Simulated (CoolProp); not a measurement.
n-decane at 415.19 K and 0.208 MPa flows at 14 m/s in a round tube of 50 mm bore and 0.25 µm roughness, fully developed (64/Re and Nu = 3.66 if laminar; Colebrook and Gnielinski if turbulent). Each further row changes one setting.

Computed with CoolProp (reference Helmholtz-energy equation of state, Lemmon 2006). It is a short technical equation, of lower accuracy than the large ones.

| case | Reynolds number | Darcy friction factor | pressure drop (Pa/m) | heat-transfer coefficient (W/(m² K)) | mass flow (kg/h) |
|---|---|---|---|---|---|
| as stated | 1720000 | 0.0108 | 13400 | 14500 | 62600 |
| velocity 28 m/s | 3450000 | 0.00977 | 48400 | 27000 | 125000 |
| diameter 100 mm | 3450000 | 0.00964 | 5980 | 13400 | 250000 |

Viscosity comes from a separate model (Huber 2004). Thermal conductivity comes from a separate model (Huber 2005).
